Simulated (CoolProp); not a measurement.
Vapour-liquid equilibrium of CHF3 (R23) (1) + R13 (2) at 1.37 MPa; x and y are mole fractions of (1).

Computed with CoolProp (multi-fluid Helmholtz-energy mixture model, Penoncello 2003 and Platzer 1990; pair parameters Bell 2016). This equation is an older, rougher fit; its heat capacities, sound speeds and derivatives of the liquid may be far off and weren't checked against measurements.

Q: Give the bubble temperature and the first vapour's composition at x = 0.35, 0.65, 0.95. Is there an azeotrope?

A: x = 0.35: 249.4 K, y = 0.432; x = 0.65: 248.0 K, y = 0.636; x = 0.95: 251.2 K, y = 0.923. y crosses x between x = 0.5 and 0.65: the model has an azeotrope there.

Pair parameters are fitted to limited data, so mixtures are less certain than the pure fluids.
